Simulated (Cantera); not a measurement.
**Thermodynamics of carbothermic reduction, feed PbO + CO + N2**

Input: 1 mol PbO, 2.5 mol CO, 4.9 mol N2.

Equilibrium computed with Cantera from the NASA thermochemical tables; the gas is ideal and each condensed phase is pure. Candidate condensed phases: C, Pb, PbO, PbO2, Pb3O4; 27 gas species. Rates play no part.

Stable condensed phases:

```
T in K \ P in Pa
              10      52     270    1400    7200   37000  190000 1000000
   2550        A       A       A       A       A       A       A       A
   2450        A       A       A       A       A       A       A       A
   2350        A       A       A       A       A       A       A       A
   2250        A       A       A       A       A       A       A       A
   2150        A       A       A       A       A       A       A       A
   2050        A       A       A       A       A       A       A       B
   1950        A       A       A       A       A       A       A       B
   1850        A       A       A       A       A       A       A       B
   1750        A       A       A       A       A       A       B       B
   1650        A       A       A       A       A       A       B       B
   1550        A       A       A       A       A       B       B       B
   1450        A       A       A       A       A       B       B       B
   1350        A       A       A       A       B       B       B       B
```

A: gas only; B: Pb.
